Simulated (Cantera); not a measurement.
Input (Python, Cantera) and output of one run.

```python
import numpy as np
import cantera as ct

gas_names = """
    F F2 N NF NF2 NF3 N2 Si SiF SiF2 SiF3 SiF4 SiN Si2 Si2N Si3
""".split()
cond_names = """
    Si(cr) Si(L) Si3N4(a)
""".split()


# ... load() reads the species with a 1 bar reference pressure and builds the phases ...
atoms = {
    'Si3N4': {'Si': 3, 'N': 4},
    'F2': {'F': 2},
    'N2': {'N': 2},
}
top_T = {'Si3N4(a)': 2400}  # K; cautious upper limits of use, not melting points


# ... equilibrate(T, P, feed) seeds the gas with the atoms and calls Mixture.equilibrate('TP', solver="vcs", rtol=1e-11, max_steps=5000) ...
results = []
feed = {'Si3N4': 1, 'F2': 6.3, 'N2': 1.4}  # mol
P = 23000  # Pa
for T in [773, 873, 973, 1073, 1173, 1273, 1373, 1473, 1573, 1673, 1773, 1873, 1973, 2073]:
    mix = equilibrate(T, P, feed)
    results.append((T, P, feed, dict(zip(mix.species_names, mix.species_moles))))
    x = sorted(zip(gas.X, gas.species_names), reverse=True)
    print(f"T = {T:g} K  P = {P:g} Pa  gas = {mix.phase_moles(0):.4g} mol")
    print("   x: " + "  ".join(f"{s} {v:.3e}" for v, s in x if v > 1e-06))
    print("   condensed (mol): " + ("  ".join(f"{mix.phase(i).name} {mix.phase_moles(i):.4g}"
          for i in range(1, mix.n_phases) if mix.phase_moles(i) > 1e-12) or "none"))
```

Output:

```
T = 773 K  P = 23000 Pa  gas = 6.592 mol
   x: N2 5.072e-01  SiF4 4.551e-01  F2 1.894e-02  NF3 1.720e-02  F 1.553e-03
   condensed (mol): none
T = 873 K  P = 23000 Pa  gas = 6.703 mol
   x: N2 5.052e-01  SiF4 4.476e-01  F2 3.417e-02  F 8.974e-03  NF3 4.065e-03
   condensed (mol): none
T = 973 K  P = 23000 Pa  gas = 6.788 mol
   x: N2 5.006e-01  SiF4 4.420e-01  F2 2.995e-02  F 2.690e-02  NF3 5.293e-04
   condensed (mol): none
T = 1073 K  P = 23000 Pa  gas = 6.881 mol
   x: N2 4.941e-01  SiF4 4.360e-01  F 5.268e-02  F2 1.718e-02  NF3 5.176e-05
   condensed (mol): none
T = 1173 K  P = 23000 Pa  gas = 6.953 mol
   x: N2 4.890e-01  SiF4 4.315e-01  F 7.278e-02  F2 6.750e-03  NF3 3.730e-06
   condensed (mol): none
T = 1273 K  P = 23000 Pa  gas = 6.984 mol
   x: N2 4.868e-01  SiF4 4.295e-01  F 8.146e-02  F2 2.222e-03
   condensed (mol): none
T = 1373 K  P = 23000 Pa  gas = 6.995 mol
   x: N2 4.861e-01  SiF4 4.289e-01  F 8.427e-02  F2 7.570e-04
   condensed (mol): none
T = 1473 K  P = 23000 Pa  gas = 6.998 mol
   x: N2 4.859e-01  SiF4 4.287e-01  F 8.517e-02  F2 2.869e-04
   condensed (mol): none
T = 1573 K  P = 23000 Pa  gas = 6.999 mol
   x: N2 4.858e-01  SiF4 4.286e-01  F 8.548e-02  F2 1.214e-04
   condensed (mol): none
T = 1673 K  P = 23000 Pa  gas = 7 mol
   x: N2 4.857e-01  SiF4 4.286e-01  F 8.561e-02  F2 5.663e-05
   condensed (mol): none
T = 1773 K  P = 23000 Pa  gas = 7 mol
   x: N2 4.857e-01  SiF4 4.286e-01  F 8.566e-02  F2 2.872e-05
   condensed (mol): none
T = 1873 K  P = 23000 Pa  gas = 7 mol
   x: N2 4.857e-01  SiF4 4.286e-01  F 8.568e-02  F2 1.563e-05
   condensed (mol): none
T = 1973 K  P = 23000 Pa  gas = 7 mol
   x: N2 4.857e-01  SiF4 4.286e-01  F 8.570e-02  F2 9.037e-06
   condensed (mol): none
T = 2073 K  P = 23000 Pa  gas = 7 mol
   x: N2 4.857e-01  SiF4 4.286e-01  F 8.571e-02  F2 5.504e-06  SiF3 2.433e-06
   condensed (mol): none
```

These are equilibrium values from Cantera (NASA tables, ideal gas, pure condensed phases), not measurements of a reactor.
